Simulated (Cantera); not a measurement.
An isothermal, constant-pressure homogeneous reactor starts with NH3 : N2 = 0.17 : 9.3 (molar parts), at 1550 K and 0.0570 bar.

Computed with Cantera and the gas-phase N/H chemistry of the illustrative SiF4/NH3 mechanism in the Surface Chemkin manual (1991). Walls and surfaces, which speed up NH3 decomposition in real reactors, are not modelled.

**Question.** Predict: x(NH3) at 3.00 s; x(H) at 3.00 s; x(N2H4) at 3.00 s; x(H2) at 3.00 s; x(NH2) at 3.00 s; x(N) at 3.00 s; x(N2) at 3.00 s.

**Answer.** 
| Quantity | Value |
|---|---|
| x(NH3) at 3.00 s | 0.0167 (gas-phase equilibrium 1.28e-8) |
| x(H) at 3.00 s | 9.48e-7 (gas-phase equilibrium 2.16e-5) |
| x(N2H4) at 3.00 s | 1.04e-9 (gas-phase equilibrium <1e-12) |
| x(H2) at 3.00 s | 0.00187 (gas-phase equilibrium 0.0264) |
| x(NH2) at 3.00 s | 1.82e-5 (gas-phase equilibrium 2.39e-11) |
| x(N) at 3.00 s | 1.62e-8 (gas-phase equilibrium <1e-12) |
| x(N2) at 3.00 s | 0.981 (gas-phase equilibrium 0.974) |
